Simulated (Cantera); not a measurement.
Cantera run:

```python
import numpy as np
import cantera as ct

gas_names = """
    H HNO HNO2 HNO3 HO2 H2 H2O H2O2 N NH NH2 NH3 NH2OH NO NO2 NO3 N2 N2H2 N2H4 N2O O OH O2 O3 Si SiH
    SiH2 SiH3 SiH4 SiN SiO SiO2 Si2 Si2N Si3
""".split()
cond_names = """
    H2O(s) H2O(L) Si(cr) Si(L) SiO2(Lqz) SiO2(hqz) SiO2(L) Si2N2O(s) Si3N4(a)
""".split()


def load(file, names, dense=False):
    # The tables refer to 1 bar. Condensed volumes are neglected.
    table = {s.name: s for s in ct.Species.list_from_file(file)}
    out = []
    for n in names:
        d = dict(table[n].input_data)
        d["thermo"] = dict(d["thermo"], **{"reference-pressure": 1e5})
        if dense:
            d["equation-of-state"] = {"model": "constant-volume", "density": "1e6 g/cm^3"}
        out.append(ct.Species.from_dict(d))
    return out


gas = ct.Solution(thermo="ideal-gas", species=load("nasa_gas.yaml", gas_names))
cond = {s.name: ct.Solution(thermo="fixed-stoichiometry", species=[s], name=s.name)
        for s in load("nasa_condensed.yaml", cond_names, dense=True)}
atoms = {
    'SiH4': {'Si': 1, 'H': 4},
    'O3': {'O': 3},
    'N2': {'N': 2},
}
top_T = {'Si2N2O(s)': 2100, 'Si3N4(a)': 2400}  # K; cautious upper limits of use, not melting points


def equilibrate(T, P, feed):
    n = {}
    for name, mol in feed.items():
        for a, k in atoms[name].items():
            n[a] = n.get(a, 0.0) + k * mol
    gas.TPX = T, P, n
    mass = sum(n.values()) * gas.mean_molecular_weight
    gas.equilibrate("TP")
    valid = [c for c in cond.values() if c.min_temp <= T <= top_T.get(c.name, c.max_temp)]
    mix = ct.Mixture([(gas, mass / gas.mean_molecular_weight)] + [(c, 0.0) for c in valid])
    mix.T, mix.P = T, P
    mix.equilibrate("TP", solver="vcs", rtol=1e-11, max_steps=5000)
    return mix


results = []
feed = {'SiH4': 1, 'O3': 0.19, 'N2': 1.4}  # mol
T = 1123.15  # K
P = 30  # Pa
mix = equilibrate(T, P, feed)
results.append((T, P, feed, dict(zip(mix.species_names, mix.species_moles))))
print(gas.report(threshold=0.001))
for i in range(1, mix.n_phases):
    print(f"{mix.phase(i).name:16s} {mix.phase_moles(i):12.5e} mol")
```

Output:

```
       temperature   1123.2 K
          pressure   30 Pa
           density   3.2856e-05 kg/m^3
  mean mol. weight   10.228 kg/kmol
   phase of matter   gas

                          1 kg             1 kmol
                     ---------------   ---------------
          enthalpy        2.4229e+06         2.478e+07  J
   internal energy        1.5098e+06        1.5442e+07  J
           entropy             25623        2.6206e+05  J/K
    Gibbs function       -2.6356e+07       -2.6955e+08  J
 heat capacity c_p            3084.5             31547  J/K
 heat capacity c_v            2271.6             23233  J/K

                      mass frac. Y      mole frac. X     chem. pot. / RT
                     ---------------   ---------------   ---------------
                H2           0.13485           0.68414           -26.293
                N2           0.86513           0.31585           -34.435
     [  +33 minor]        1.5363e-05        1.0354e-05

Si(cr)            0.00000e+00 mol
SiO2(hqz)         4.66507e-02 mol
Si2N2O(s)         4.76674e-01 mol
Si3N4(a)          0.00000e+00 mol
```

Equilibrium computed with Cantera from the NASA thermochemical tables; the gas is ideal and each condensed phase is pure. N2 is the only nitrogen source here; it is nearly inert below about 1500 K, so the nitride shown seldom forms there in practice. Mutual solubility and eutectic melting of coexisting phases are not modelled.
